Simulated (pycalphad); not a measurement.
CALPHAD calculation (pycalphad, COST 507 light-alloy database (1999)), 1 atm. The database dates from 1999; later assessments differ in places, in temperatures and in the compounds included. Phase fractions are per mole of atoms.

Q: Give the equilibrium state of Si-14.86V (wt.%) at 1327 °C.

A: 
```
T = 1600.00 K, P = 101325 Pa, N = 1 mol of atoms
G = -74369 J/mol, H = 23364 J/mol, S = 61.08 J/(mol K)  (SER reference)
chemical potentials (J/mol): Si -62900, V -193524
phase             fraction      x(Si)       x(V)
DIAMOND_A4          0.7366     1.0000       none
SI2V                0.2634     0.6667     0.3333
```

Q: Give the equilibrium state of Si-14.86V (wt.%) at 1407 °C.

A: 
```
T = 1680.00 K, P = 101325 Pa, N = 1 mol of atoms
G = -79431 J/mol, H = 65768 J/mol, S = 86.43 J/(mol K)  (SER reference)
chemical potentials (J/mol): Si -67937, V -198844
phase             fraction      x(Si)       x(V)
LIQUID              0.8143     0.9682     0.0318
SI2V                0.1857     0.6667     0.3333
```

Database names, with the compositions (at.%) that they take in these runs: SI2V: Si 67 V 33. DIAMOND_A4 is diamond (Si). An entry "none" or "no" means that the model of the phase leaves that element out.
